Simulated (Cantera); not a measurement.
Charge: 1 mol Nb₂O₅, 1700 mol H₂, 0.24 mol H₂O, held at 28000 Pa.

Equilibrium computed with Cantera from the NASA thermochemical tables; the gas is ideal and each condensed phase is pure. Candidate condensed phases: H₂O, Nb, NbO, NbO₂, Nb₂O₅; 12 gas species. NbO: taken at fixed stoichiometry. Kinetics and transport are ignored.

Task: At 1350 °C, list the 3 most abundant gas species with their mole fractions, and the condensed phases.

Result: H₂ 0.998, H₂O 0.00191, H 0.000130. Condensed: NbO(s).
